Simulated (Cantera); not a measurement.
A closed system holds: 1 mol CF4, 0.022 mol CH4, equilibrated at 1.33 mbar.

These are equilibrium values from Cantera (NASA tables, ideal gas, pure condensed phases), not measurements of a reactor. Candidate condensed phases: C, C6H6, C7H8, C8H18; 95 gas species. Gases not in the tables: C2F6 and larger saturated fluorocarbons. The numbers say what is thermodynamically allowed, not how fast it happens. All values below are at 1000 °C.

Base state: CF4 0.917, HF 0.0826, CF2 2.04e-5 (mole fractions); condensed: C(graphite).

What changes in the equilibrium state with this change: CH4 from 0.022 to 0.094 mol?


```json
[
 {"species": "CF4", "before": "0.917", "after": "0.707"},
 {"species": "HF", "before": "0.0826", "after": "0.293"},
 {"species": "CF2", "before": "2.04e-5", "after": "1.79e-5"},
 {"species": "C(graphite), mol", "before": "0.0440", "after": "0.188"}
]
```
